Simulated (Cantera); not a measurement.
Cantera run:

```python
import numpy as np
import cantera as ct

gas_names = """
    Cu CuO Cu2 H HO2 H2 H2O H2O2 O OH O2 O3
""".split()
cond_names = """
    Cu(cr) Cu(L) CuO(s) CuO2H2(s) Cu2O(s) Cu2O(L) H2O(s) H2O(L)
""".split()


def load(file, names, dense=False):
    # The tables refer to 1 bar. Condensed volumes are neglected.
    table = {s.name: s for s in ct.Species.list_from_file(file)}
    out = []
    for n in names:
        d = dict(table[n].input_data)
        d["thermo"] = dict(d["thermo"], **{"reference-pressure": 1e5})
        if dense:
            d["equation-of-state"] = {"model": "constant-volume", "density": "1e6 g/cm^3"}
        out.append(ct.Species.from_dict(d))
    return out


gas = ct.Solution(thermo="ideal-gas", species=load("nasa_gas.yaml", gas_names))
cond = {s.name: ct.Solution(thermo="fixed-stoichiometry", species=[s], name=s.name)
        for s in load("nasa_condensed.yaml", cond_names, dense=True)}
atoms = {
    'Cu2O': {'Cu': 2, 'O': 1},
    'H2': {'H': 2},
    'H2O': {'H': 2, 'O': 1},
}
top_T = {'CuO(s)': 1390}  # K; cautious upper limits of use, not melting points


def equilibrate(T, P, feed):
    n = {}
    for name, mol in feed.items():
        for a, k in atoms[name].items():
            n[a] = n.get(a, 0.0) + k * mol
    gas.TPX = T, P, n
    mass = sum(n.values()) * gas.mean_molecular_weight
    gas.equilibrate("TP")
    valid = [c for c in cond.values() if c.min_temp <= T <= top_T.get(c.name, c.max_temp)]
    mix = ct.Mixture([(gas, mass / gas.mean_molecular_weight)] + [(c, 0.0) for c in valid])
    mix.T, mix.P = T, P
    mix.equilibrate("TP", solver="vcs", rtol=1e-11, max_steps=5000)
    return mix


results = []
feed = {'Cu2O': 1, 'H2': 1.2, 'H2O': 6.7}  # mol
P = 1000  # Pa
for T in [975, 1075, 1175, 1275, 1375, 1475, 1575, 1675, 1775, 1875, 1975]:
    mix = equilibrate(T, P, feed)
    results.append((T, P, feed, dict(zip(mix.species_names, mix.species_moles))))

top = {s: max(r[3][s] / sum(r[3][g] for g in gas_names) for r in results) for s in gas_names}
cols = sorted((s for s in top if top[s] > 1e-05), key=lambda s: -top[s])[:7]
seen = [c for c in cond_names if any(r[3].get(c, 0) > 1e-12 for r in results)]
print("log10 of partial pressures in bar; condensed amounts in mol")
print(f"{'T/K':>10s}" + "".join(f"{s[:9]:>10s}" for s in cols + seen))
for T, P, feed, n in results:
    ng = sum(n[g] for g in gas_names)
    print(f"{T:10.4g}" + "".join(f"{np.log10(max(n[s] / ng * P / 1e5, 1e-99)):10.3f}" for s in cols)
          + "".join(f"{n.get(c, 0):10.4g}" for c in seen))
```

Output:

```
log10 of partial pressures in bar; condensed amounts in mol
       T/K       H2O        Cu        H2        OH        O2         H       Cu2    Cu(cr)     Cu(L)
       975    -2.011   -11.254    -3.597   -11.896   -17.610   -10.740   -17.205         2         0
      1075    -2.011    -9.593    -3.597   -10.468   -15.138    -9.632   -14.844         2         0
      1175    -2.011    -8.218    -3.597    -9.281   -13.082    -8.710   -12.893         2         0
      1275    -2.011    -7.063    -3.597    -8.280   -11.345    -7.931   -11.256         2         0
      1375    -2.011    -6.085    -3.597    -7.423    -9.858    -7.263    -9.877         0     1.999
      1475    -2.011    -5.271    -3.597    -6.682    -8.571    -6.685    -8.749         0     1.996
      1575    -2.012    -4.563    -3.597    -6.035    -7.446    -6.180    -7.771         0     1.978
      1675    -2.016    -3.942    -3.599    -5.467    -6.459    -5.735    -6.914         0     1.909
      1775    -2.030    -3.394    -3.600    -4.974    -5.602    -5.339    -6.159         0     1.666
      1875    -2.073    -2.905    -3.594    -4.568    -4.914    -4.980    -5.488         0    0.8674
      1975    -2.120    -2.700    -3.528    -4.241    -4.430    -4.628    -5.353         0         0
```

Equilibrium computed with Cantera from the NASA thermochemical tables; the gas is ideal and each condensed phase is pure.
